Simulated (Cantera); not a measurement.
A perfectly stirred reactor is fed with H₂ : O₂ = 0.018 : 1 (molar parts), equivalence ratio 0.0090, at 10.00 Torr; it is held at 1050 K, and followed from long to short residence time.

Computed with Cantera and GRI-Mech 3.0 (53 species, 325 reactions). Radical loss at walls, strong at low pressure, is not modelled.

One state of this run: x H₂ = 8.26e-5; x O₂ = 0.981; x HO₂ = 8.62e-7; x H₂O = 0.0176; x OH = 0.000203. x: mole fraction; the columns are a selection and need not sum to one.

Question: Which value of τ (s) does it belong to?
A. 0.0028
B. 3.1
C. 8.3
D. 0.021

Answer: B, 3.1
